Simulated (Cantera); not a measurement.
**Carbon deposition, reforming and gasification: CH₄ + CO₂ + H₂**

A closed system holds: 1 mol CH₄, 0.99 mol CO₂, 15 mol H₂, equilibrated at 1925 K and 2.33 Torr.

Equilibrium computed with Cantera from the NASA thermochemical tables; the gas is ideal and each condensed phase is pure. Candidate condensed phases: C, C₆H₆, C₇H₈, C₈H₁₈, H₂O; 110 gas species. Equilibrium is a limit: real reactors are often held back by kinetics, nucleation or transport.

x(H₂): 0.880
x(CO): 0.103
x(H): 0.0161
x(C₂H₂ (acetylene)): 0.000260
x(CH₄): 1.01e-6
gas amount: 19.13 mol
log10 activity of C(graphite) (absent): -0.09
